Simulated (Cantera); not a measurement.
Charge: 1 mol Fe(CO)₅, 1.7 mol H₂, equilibrated at 1100 K and 1.50 Torr.

Equilibrium computed with Cantera from the NASA thermochemical tables; the gas is ideal and each condensed phase is pure. Candidate condensed phases: C, C₆H₆, C₇H₈, C₈H₁₈, Fe, Fe(CO)₅, FeO, Fe(OH)₂, Fe(OH)₃, Fe₂O₃, Fe₃O₄, H₂O; 114 gas species. Condensed phases not in the tables: cementite and carbon dissolved in iron. The numbers say what is thermodynamically allowed, not how fast it happens.

Base state: CO 0.746, H₂ 0.254, CO₂ 9.83e-5, H₂O 3.39e-5 (mole fractions); condensed: C(graphite) + Fe(α).

### Question
What changes in the equilibrium state with this change: Fe(CO)₅ replaced by HgO?

### Answer
```
species             before  after
----------------  --------  -----
Hg                       0  0.370
H₂O                3.39e-5  0.370
H₂                   0.254  0.259
CO                   0.746      0
CO₂                9.83e-5      0
C(graphite), mol  0.000854      0
Fe(α), mol            1.00      0
```
Further candidate phases: Hg, HgO.
